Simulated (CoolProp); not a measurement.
Vapour-liquid equilibrium of dimethyl ether (1) + ethanol (2) at 334.7 K; x and y are mole fractions of (1).

Computed with CoolProp (multi-fluid Helmholtz-energy mixture model, Wu 2011 and Schroeder 2014; pair parameters Bell 2016).

```tsv
x	bubble pressure (MPa)	y at the bubble point	dew pressure at overall composition x (MPa)	liquid density (mol/L)
0.05	0.1579	0.688	0.05270	…
0.125	0.3091	0.846	0.05720	16.05
0.2	0.4470	0.897	0.06254	15.88
0.275	0.5719	0.923	0.06896	15.69
0.35	0.6843	…	…	15.49
0.425	0.7856	0.949	0.08675	15.28
0.5	0.8779	0.957	0.09955	15.05
0.575	0.9635	0.964	0.1168	14.81
0.65	1.046	0.970	0.1412	14.55
0.725	1.128	0.975	0.1783	14.26
0.8	1.213	0.981	0.2418	13.95
0.875	1.308	0.987	0.3744	13.61
0.95	1.416	0.994	…	13.22
```

Question: Some entries are withheld; supply them.

Answer: 
- 0.05, liquid density (mol/L): 16.23
- 0.35, y at the bubble point: 0.939
- 0.35, dew pressure at overall composition x (MPa): 0.07684
- 0.95, dew pressure at overall composition x (MPa): 0.7922

No azeotrope shows between x = 0.05 and 0.95.

Pair parameters are fitted to limited data, so mixtures are less certain than the pure fluids. The gap from Raoult's law changes sign with composition, which may be real or a fault of the pair parameters; it wasn't checked against measurements.
